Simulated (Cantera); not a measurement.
What does this Cantera script print?

```python
import numpy as np
import cantera as ct

gas = ct.Solution("h2o2.yaml")
gas.TPX = 1075, 2600, {'H2': 0.12, 'O2': 1}
inlet = ct.Reservoir(gas, clone=True)

reactor = ct.IdealGasConstPressureReactor(gas, energy="off", clone=False)
exhaust = ct.Reservoir(gas, clone=True)
tau = [3.3, 1.2, 0.46, 0.18, 0.066, 0.025, 0.0095, 0.0036, 0.0014, 0.00051, 0.00019][0]
for a, b in ((inlet, reactor), (reactor, exhaust)):
    ct.MassFlowController(a, b, mdot=lambda t: reactor.mass / tau)
net = ct.ReactorNet([reactor])
show = ['H2', 'O2', 'O', 'H2O', 'HO2']

rows = []
print(f"{'tau/s':>10s}{'T/K':>9s}" + "".join(f"{s:>11s}" for s in show))
for tau in [3.3, 1.2, 0.46, 0.18, 0.066, 0.025, 0.0095, 0.0036, 0.0014, 0.00051, 0.00019]:
    net.initial_time = 0.0
    net.advance(30 * tau)
    before = gas.X
    net.advance(40 * tau)
    drift = np.max(np.abs(gas.X - before) / (gas.X + 1e-9))
    rows.append([gas.T, *gas[show].X, drift])
    print(f"{tau:10.3e}{gas.T:9.1f}" + "".join(f"{x:11.3e}" for x in gas[show].X))
```

Result:

```
     tau/s      T/K         H2         O2          O        H2O        HO2
 3.300e+00   1075.0  1.896e-04  8.863e-01  3.833e-04  1.128e-01  3.379e-06
 1.200e+00   1075.0  3.520e-04  8.858e-01  7.415e-04  1.125e-01  5.086e-06
 4.600e-01   1075.0  6.238e-04  8.851e-01  1.368e-03  1.120e-01  7.130e-06
 1.800e-01   1075.0  1.079e-03  8.839e-01  2.450e-03  1.111e-01  9.452e-06
 6.600e-02   1075.0  1.920e-03  8.815e-01  4.454e-03  1.095e-01  1.209e-05
 2.500e-02   1075.0  3.339e-03  8.776e-01  7.661e-03  1.065e-01  1.446e-05
 9.500e-03   1075.0  5.802e-03  8.713e-01  1.243e-02  1.010e-01  1.622e-05
 3.600e-03   1075.0  1.018e-02  8.628e-01  1.821e-02  9.152e-02  1.698e-05
 1.400e-03   1075.0  1.797e-02  8.556e-01  2.222e-02  7.785e-02  1.661e-05
 5.100e-04   1075.0  3.438e-02  8.560e-01  2.091e-02  5.824e-02  1.511e-05
 1.900e-04   1075.0  6.565e-02  8.696e-01  1.274e-02  3.122e-02  1.223e-05
```

Model: the H2/O2 subset of GRI-Mech 3.0, which has no nitrogen chemistry, integrated in Cantera. Radical loss at walls, strong at low pressure, is not modelled. The temperature is held fixed by assumption; the heat of reaction is taken as removed at once.
